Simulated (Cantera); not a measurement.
Input: 1 mol SiCl4, 0.066 mol HCl, 86 mol H2, held at 675 °C and 10.0 mbar.

Cantera equilibrium calculation (NASA polynomials, part measured and part estimated; ideal gas, pure solids and liquids). Candidate condensed phases: Si; 19 gas species. The tables' values for SiCl3 are old estimates; treat these amounts as uncertain. Kinetics and transport are ignored.

Base state: H2 0.979, HCl 0.0120, SiCl4 0.00653, SiHCl3 0.00240, SiCl2 0.000224, SiCl3 0.000208, SiH2Cl2 8.91e-5 (mole fractions); condensed: Si(s).

What changes in the equilibrium state with this change: temperature from 675 °C to 1227 °C?


```csv
species,before,after
H2,0.979,0.958
HCl,0.0120,0.0369
SiCl2,0.000224,0.00456
SiCl4,0.00653,1.28e-6
H,5.19e-9,0.000172
SiHCl3,0.00240,3.43e-6
SiH2Cl2,8.91e-5,1.47e-6
SiCl3,0.000208,4.28e-5
"Si(s), mol",0.175,0.594
```

What changes in the equilibrium state with this change: SiCl4 replaced by Si2H6?


| species | before | after |
|---|---|---|
| H2 | 0.979 | 0.999 |
| HCl | 0.0120 | 0.000737 |
| SiCl2 | 0.000224 | 8.26e-7 |
| SiCl4 | 0.00653 | 8.86e-8 |
| SiCl3 | 0.000208 | 4.65e-8 |
| SiHCl3 | 0.00240 | 5.42e-7 |
| SiH2Cl2 | 8.91e-5 | 3.35e-7 |
| Si(s), mol | 0.175 | 2.00 |
The feed counts by its element totals alone.
